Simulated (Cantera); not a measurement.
Adiabatic ignition

An adiabatic, constant-volume homogeneous reactor starts with CH4 : CO : O2 : N2 = 1 : 0.28 : 2.89 : 10.9 (molar parts), equivalence ratio 0.74, at 1123 K and 0.410 bar.

Computed with Cantera and GRI-Mech 3.0 (53 species, 325 reactions).

```csv
t (s),T (K),P (bar),x CH4,x CO,x O2,x H,x C2H,x C2H6,x CH2CO
2.00e-6,1123,0.410,0.0664,0.0186,0.192,<1e-12,<1e-12,<1e-12,<1e-12
6.70e-6,1123,0.410,0.0664,0.0186,0.192,1.81e-12,<1e-12,<1e-12,<1e-12
2.24e-5,1123,0.410,0.0664,0.0186,0.192,4.13e-12,<1e-12,<1e-12,<1e-12
7.52e-5,1123,0.410,0.0664,0.0186,0.192,5.20e-12,<1e-12,<1e-12,<1e-12
0.000252,1123,0.410,0.0664,0.0186,0.192,8.41e-12,<1e-12,1.00e-12,<1e-12
0.000844,1123,0.410,0.0664,0.0186,0.192,2.10e-11,<1e-12,4.38e-11,<1e-12
0.00283,1123,0.410,0.0664,0.0186,0.192,8.12e-11,<1e-12,2.43e-9,1.70e-12
0.00948,1123,0.410,0.0664,0.0186,0.192,4.00e-10,<1e-12,1.88e-7,2.73e-11
0.0317,1123,0.410,0.0663,0.0186,0.192,1.13e-9,<1e-12,5.47e-6,3.69e-10
0.106,1125,0.411,0.0661,0.0186,0.192,3.88e-9,<1e-12,4.80e-5,7.71e-9
0.356,2607,0.963,<1e-12,0.0191,0.0492,0.00295,<1e-12,<1e-12,<1e-12
1.19,2607,0.963,<1e-12,0.0191,0.0492,0.00295,<1e-12,<1e-12,<1e-12
4.00,2607,0.963,<1e-12,0.0191,0.0492,0.00295,<1e-12,<1e-12,<1e-12
```
x: mole fraction; the columns are a selection and need not sum to one.

```json
{
  "time_of_steepest_temperature_rise": "0.288 s",
  "temperature at 4.00 s": "2607 K",
  "equilibrium_temperature": "2607 K",
  "x(CH4) at 4.00 s": "<1e-12 (gas-phase equilibrium <1e-12)",
  "x(CO) at 4.00 s": "0.0191 (gas-phase equilibrium 0.0191)",
  "x(O2) at 4.00 s": "0.0492 (gas-phase equilibrium 0.0492)"
}
```
